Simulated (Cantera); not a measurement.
## Fluorocarbon and chlorocarbon gases: CHF₃ + F₂

Charge: 1 mol CHF₃, 1.1 mol F₂, at 16.0 Pa.

Cantera equilibrium calculation (NASA polynomials, part measured and part estimated; ideal gas, pure solids and liquids). Candidate condensed phases: C, C₆H₆, C₇H₈, C₈H₁₈; 110 gas species. Ions and electrons are included (thermal ionisation). Equilibrium is a limit: real reactors are often held back by kinetics, nucleation or transport.

```
T (K)  log p F  log p HF  log p H  log p C  log p C₃  log p CF  log p CF₂  n C(graphite)
-----  -------  --------  -------  -------  --------  --------  ---------  -------------
2500     -3.91     -4.51    -6.48    -6.78     -6.30     -5.40      -5.77          0.758
2750     -3.93     -4.61    -5.43    -5.57     -5.22     -5.27      -6.65              0
3000     -3.93     -4.97    -4.85    -4.97     -5.54     -5.54      -7.76              0
3250     -3.94     -5.61    -4.69    -4.71     -6.54     -6.03      -8.95              0
3500     -3.94     -6.27    -4.66    -4.66     -7.94     -6.63     -10.15              0
3750     -3.94     -6.86    -4.66    -4.66     -9.25     -7.18     -11.22              0
4000     -3.94     -7.38    -4.65    -4.65    -10.42     -7.66     -12.16              0
4250     -3.94     -7.84    -4.65    -4.65    -11.45     -8.10     -13.00              0
4500     -3.94     -8.25    -4.65    -4.65    -12.37     -8.48     -13.74              0
4750     -3.94     -8.62    -4.65    -4.66    -13.20     -8.83     -14.41              0
5000     -3.94     -8.95    -4.65    -4.66    -13.94     -9.14     -15.01              0
```
log p: log10 of the partial pressure in bar; n: condensed amount in mol.

At 2500 K the condensed part is C(graphite). From 2750 K to 5000 K nothing is condensed. The main C-bearing gas is CF at 2500 K and C at 5000 K.
